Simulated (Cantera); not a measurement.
Feed: 1 mol Si₂H₆, 0.0039 mol Cl₂, 3.1 mol N₂, 0.65 mol HCl, at 1600 K and 69.0 mbar.

Equilibrium computed with Cantera from the NASA thermochemical tables; the gas is ideal and each condensed phase is pure. Candidate condensed phases: NH₄Cl, Si, Si₃N₄; 28 gas species. The feed counts by its element totals alone. The tables' values for SiCl₃ are old estimates; treat these amounts as uncertain. Equilibrium is a limit: real reactors are often held back by kinetics, nucleation or transport.

Base state: H₂ 0.556, N₂ 0.328, HCl 0.111, SiCl₂ 0.00431, SiCl₃ 0.000231, H 0.000154, SiCl₄ 3.05e-5, Cl 2.45e-5 (mole fractions); condensed: Si₃N₄(s).

What changes in the equilibrium state with this change: temperature from 1600 K to 1573.15 K?


```
species          before     after
-------------  --------  --------
H₂                0.556     0.555
N₂                0.328     0.328
HCl               0.111     0.114
SiCl₂           0.00431   0.00323
H              0.000154  0.000116
Cl              2.45e-5   1.88e-5
SiCl₄           3.05e-5   3.46e-5
Si₃N₄(s), mol     0.658     0.660
```
